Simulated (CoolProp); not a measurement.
Vapour-liquid equilibrium of cyclohexane (1) + o-xylene (2) at 301.8 K; x and y are mole fractions of (1).

Values from CoolProp's multi-fluid Helmholtz-energy mixture model, Zhou 2014 and Zhou 2012; pair parameters Bell 2016.

Problem. Give the bubble pressure and the first vapour's composition at x = 0.25, 0.45, 0.85. Is there an azeotrope?

Solution. x = 0.25: 6.158 kPa, y = 0.861; x = 0.45: 9.031 kPa, y = 0.925; x = 0.85: 13.48 kPa, y = 0.980. No azeotrope shows between x = 0.05 and 0.95.

Pair parameters are fitted to limited data, so mixtures are less certain than the pure fluids.
